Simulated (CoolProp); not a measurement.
CH3F (R41) along the isotherm 325.3 K: Z from the reference equation and from simpler models built on Tc = 317.3 K, pc = 5.906 MPa, ω = 0.200; each cubic takes its own stable root.

Computed with CoolProp (reference Helmholtz-energy equation of state, Lemmon 2006). It is a short technical equation, of lower accuracy than the large ones.

```tsv
p (MPa)	phase	reference
0.211	gas	0.9870
0.422	gas	0.9738
0.633	gas	0.9604
0.844	gas	0.9468
1.05	gas	0.9334
1.27	gas	0.9189
1.48	gas	0.9049
1.69	gas	0.8906
1.9	gas	0.8761
2.11	gas	0.8613
2.32	gas	0.8463
2.53	gas	0.8309
2.74	gas	0.8153
2.95	gas	0.7993
```

Question: How far does each simpler model (Pitzer virial, van der Waals, Redlich-Kwong) lie from the reference over these 14 states: mean and median of the absolute difference, and the worst?

Answer: 
- Pitzer virial: mean 2.2 %, median 1.9 %, worst +5.3 % at 325.3 K and 2.95 MPa
- van der Waals: mean 2.5 %, median 2.5 %, worst +5.0 % at 325.3 K and 2.95 MPa
- Redlich-Kwong: mean 1.4 %, median 1.4 %, worst +2.8 % at 325.3 K and 2.95 MPa
